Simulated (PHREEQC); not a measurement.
## Acid rinse or clean: an equilibrium model

Dissolve 3.3 mmol/kgw HCl, 0.031 mmol/kgw AlCl3 and 0.14 mmol/kgw MnSO4 at 70 °C. Closed to the air; pH follows from the charge balance.

The numbers come from PHREEQC with the ion-association model, wateq4f.dat.

- pH = 2.52
- ionic strength = 0.00389 mol/kgw
- total alkalinity = -3.30 meq/kg

| species | molality | activity | log γ |
|---|---|---|---|
| Cl- | 0.00339 | 0.00315 | -0.032 |
| H+ | 0.00325 | 0.00303 | -0.029 |
| Mn+2 | 0.000136 | 0.000103 | -0.124 |
| SO4-2 | 7.69e-5 | 5.75e-5 | -0.126 |
| HSO4- | 5.64e-5 | 5.24e-5 | -0.032 |
| Al+3 | 2.55e-5 | 1.39e-5 | -0.264 |
| AlSO4+ | 4.52e-6 | 4.20e-6 | -0.032 |
| MnSO4 | 2.21e-6 | 2.21e-6 | 0.000 |
| MnCl+ | 1.41e-6 | 1.31e-6 | -0.032 |
| AlOH+2 | 8.86e-7 | 6.64e-7 | -0.125 |

No solid was allowed to form. Constants without temperature data keep their 25 °C values here.
